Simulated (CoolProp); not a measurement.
Vapour-liquid equilibrium of R125 (1) + R227EA (2) at 1.02 MPa; x and y are mole fractions of (1).

Values from CoolProp's multi-fluid Helmholtz-energy mixture model, Lemmon 2005 and Lemmon 2016; pair parameters Bell 2016.

```tsv
x	bubble temperature, mixture model (K)	bubble temperature, Raoult's law (K)	y, mixture model	y, Raoult's law
0.05	324.6	324.0	0.096	0.127
0.2	316.9	315.3	0.345	0.415
0.35	309.8	308.2	0.541	0.611
0.5	303.5	302.1	0.693	0.749
0.65	297.9	296.9	0.811	0.850
0.8	293.0	292.4	0.904	0.926
0.95	288.5	288.4	0.978	0.984
```

The largest gap from Raoult's law is +1.6 K in bubble temperature, at x = 0.35. No azeotrope shows between x = 0.05 and 0.95.

Pair parameters are fitted to limited data, so mixtures are less certain than the pure fluids.
